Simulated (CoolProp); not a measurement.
Properties of CHF3 (R23) along the isotherm 317.4 K (Tc = 299.3 K, pc = 4832 kPa, ω = 0.263).

The numbers come from the reference Helmholtz-energy equation of state, Penoncello 2003 in CoolProp.

```
p (kPa)          phase  cp (kJ/(kg K))  expansivity (1/kK)  viscosity (µPa s)  Prandtl number  fugacity coefficient
-------  -------------  --------------  ------------------  -----------------  --------------  --------------------
1340               gas          0.8515               4.275               16.0           0.832                0.9195
2680               gas           1.004               6.143               16.6           0.896                0.8417
4030               gas           1.298               9.827               17.7            1.07                0.7653
5370     supercritical           2.057               19.54               20.4            1.59                0.6907
6710     supercritical           4.397               48.60               29.3            3.42                0.6155
8050     supercritical           3.149               27.07               45.1            2.73                0.5457
9400     supercritical           2.330               15.55               55.0            2.16                0.4908
10700    supercritical           2.011               11.37               61.6            1.95                0.4500
12100    supercritical           1.828               9.062               67.2            1.83                0.4157
```

The peak of cp marks the crossing from liquid-like to gas-like fluid above the critical point.

Viscosity comes from a separate model (Shan 2000). Thermal conductivity comes from a separate model (Shan 2000).
